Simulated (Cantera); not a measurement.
Thermodynamics of iron carbonyl, mercury and lead vapours, feed Pb + O₂ + N₂

A closed system holds: 1 mol Pb, 0.19 mol O₂, 66 mol N₂, at 6900 Pa.

These are equilibrium values from Cantera (NASA tables, ideal gas, pure condensed phases), not measurements of a reactor. Candidate condensed phases: Pb, PbO, PbO₂, Pb₃O₄; 12 gas species. Mutual solubility and eutectic melting of coexisting phases are not modelled. Rates play no part.

At 573 K the condensed part is Pb(s) + PbO(red). From 623 K to 723 K the condensed part is Pb(l) + PbO(red). From 773 K to 1023 K the condensed part is Pb(l) + PbO(yellow).

| T (K) | x N₂ | x Pb | x PbO | x Pb₂ | n Pb(s) | n PbO(red) | n Pb(l) | n PbO(yellow) |
|---|---|---|---|---|---|---|---|---|
| 573 | 1.00 | 1.21e-11 | <1e-12 | <1e-12 | 0.620 | 0.380 | 0 | 0 |
| 623 | 1.00 | 3.01e-10 | <1e-12 | <1e-12 | 0 | 0.380 | 0.620 | 0 |
| 673 | 1.00 | 4.44e-9 | <1e-12 | <1e-12 | 0 | 0.380 | 0.620 | 0 |
| 723 | 1.00 | 4.49e-8 | 1.12e-11 | <1e-12 | 0 | 0.380 | 0.620 | 0 |
| 773 | 1.00 | 3.35e-7 | 2.32e-10 | <1e-12 | 0 | 0 | 0.620 | 0.380 |
| 823 | 1.000 | 1.95e-6 | 3.29e-9 | <1e-12 | 0 | 0 | 0.620 | 0.380 |
| 873 | 1.000 | 9.22e-6 | 3.42e-8 | 3.25e-12 | 0 | 0 | 0.619 | 0.380 |
| 923 | 1.000 | 3.68e-5 | 2.73e-7 | 3.31e-11 | 0 | 0 | 0.618 | 0.380 |
| 973 | 1.000 | 0.000127 | 1.75e-6 | 2.64e-10 | 0 | 0 | 0.612 | 0.380 |
| 1023 | 1.000 | 0.000386 | 9.32e-6 | 1.70e-9 | 0 | 0 | 0.594 | 0.379 |
x: gas mole fraction; n: condensed amount in mol.
